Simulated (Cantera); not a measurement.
Cantera run:

```python
import numpy as np
import cantera as ct

gas_names = """
    H HNO HNO2 HNO3 HO2 H2 H2O H2O2 N NH NH2 NH3 NH2OH NO NO2 NO3 N2 N2H2 N2H4 N2O O OH O2 O3 V VN VO
    VO2
""".split()
cond_names = """
    H2O(s) H2O(L) V(cr) V(L) VN(s) VO(s) VO(L) V2O3(s) V2O3(L) V2O4(I) V2O4(II) V2O4(L) V2O5(s) V2O5(L)
""".split()


# ... load() reads the species with a 1 bar reference pressure and builds the phases ...
atoms = {
    'V2O3': {'V': 2, 'O': 3},
    'H2': {'H': 2},
    'N2': {'N': 2},
}
top_T = {'VN(s)': 2300}  # K; cautious upper limits of use, not melting points


# ... equilibrate(T, P, feed) seeds the gas with the atoms and calls Mixture.equilibrate('TP', solver="vcs", rtol=1e-11, max_steps=5000) ...
results = []
feed = {'V2O3': 1, 'H2': 6.3, 'N2': 2.2}  # mol
P = 101325  # Pa
for T in [900, 1000, 1100, 1200, 1300, 1400, 1500, 1600, 1700, 1800, 1900, 2000, 2100]:
    mix = equilibrate(T, P, feed)
    results.append((T, P, feed, dict(zip(mix.species_names, mix.species_moles))))

top = {s: max(r[3][s] / sum(r[3][g] for g in gas_names) for r in results) for s in gas_names}
cols = sorted((s for s in top if top[s] > 1e-06), key=lambda s: -top[s])[:7]
seen = [c for c in cond_names if any(r[3].get(c, 0) > 1e-12 for r in results)]
print("log10 of partial pressures in bar; condensed amounts in mol")
print(f"{'T/K':>10s}" + "".join(f"{s[:9]:>10s}" for s in cols + seen))
for T, P, feed, n in results:
    ng = sum(n[g] for g in gas_names)
    print(f"{T:10.4g}" + "".join(f"{np.log10(max(n[s] / ng * P / 1e5, 1e-99)):10.3f}" for s in cols)
          + "".join(f"{n.get(c, 0):10.4g}" for c in seen))
```

Output:

```
log10 of partial pressures in bar; condensed amounts in mol
       T/K        H2        N2       H2O         H       NH3       VO2        OH     VN(s)     VO(s)     VO(L)   V2O3(s)
       900    -0.126    -0.583    -2.498    -9.995    -3.397   -20.609   -15.395   0.01774         0         0    0.9911
      1000    -0.126    -0.583    -2.433    -8.707    -3.715   -17.745   -13.670   0.02059         0         0    0.9897
      1100    -0.126    -0.583    -2.385    -7.651    -3.979   -15.413   -12.260   0.02301         0         0    0.9885
      1200    -0.126    -0.583    -2.349    -6.768    -4.200   -13.480   -11.088   0.02502         0         0    0.9875
      1300    -0.126    -0.583    -2.321    -6.019    -4.388   -11.853   -10.098   0.02667         0         0    0.9867
      1400    -0.127    -0.583    -2.299    -5.376    -4.549   -10.467    -9.251   0.02802         0         0     0.986
      1500    -0.127    -0.583    -2.283    -4.818    -4.690    -9.272    -8.518   0.02909         0         0    0.9855
      1600    -0.127    -0.583    -2.271    -4.328    -4.813    -8.234    -7.879   0.02995         0         0     0.985
      1700    -0.129    -0.581    -2.141    -3.896    -4.923    -7.263    -7.195         0    0.1214         0    0.9393
      1800    -0.131    -0.581    -1.966    -3.511    -5.022    -6.375    -6.526         0    0.1816         0    0.9092
      1900    -0.134    -0.581    -1.810    -3.167    -5.112    -5.586    -5.929         0    0.2599         0      0.87
      2000    -0.138    -0.582    -1.671    -2.858    -5.194    -4.880    -5.392         0     0.358         0    0.8209
      2100    -0.144    -0.582    -1.501    -2.579    -5.274    -4.222    -4.859         0         0    0.5308    0.7343
```

Equilibrium computed with Cantera from the NASA thermochemical tables; the gas is ideal and each condensed phase is pure. Mutual solubility and eutectic melting of coexisting phases are not modelled. VN, VO: taken at fixed stoichiometry. Condensed phases not in the tables: the oxides between V2O3 and V2O5 other than VO2, solid solutions among these carbides, nitrides and lower oxides, V2N.
